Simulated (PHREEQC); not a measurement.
Consider water at 25 °C with 86 mmol/kgw H3PO4 and 130 mmol/kgw KOH. Closed to the air; pH follows from the charge balance.

The numbers come from PHREEQC with the ion-association model, phreeqc.dat.

| quantity | before | after |
|---|---|---|
| pH | 6.82 | 6.90 |
| KHPO4- (mol/kgw) | 0.00307 | 0.00101 |

**Question.** Name the change that produced these shifts.
A) 0.02 mol/kgw Ca(OH)2 added
B) diluted 2-fold with water
C) KOH replaced by KBr at the same molality
D) KOH from 0.13 to 0.65 mol/kgw
E) temperature from 25 to 55 °C

**Answer.** B, diluted 2-fold with water

This is a speciation only: nothing precipitates in the calculation.
